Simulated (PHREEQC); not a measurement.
Acid rinse or clean: an equilibrium model

Consider water at 25 °C with 17 mmol/kgw HF, 5.9 mmol/kgw CaCl2 and 75 mmol/kgw KCl. Closed to the air; pH follows from the charge balance.

Equilibrium calculation in PHREEQC: ion-association model, wateq4f.dat.

No solid was allowed to form.

Question: What pH, ionic strength does the model give?

Answer: pH 2.51; ionic strength 0.0963 mol/kgw.

Question: In which forms is F present?

Answer: HF 72 %, F- 21 %, H2F2 4.7 %, HF2- 2.0 % of the F.

Examples of supersaturated solids here: Fluorite. Others may be too.
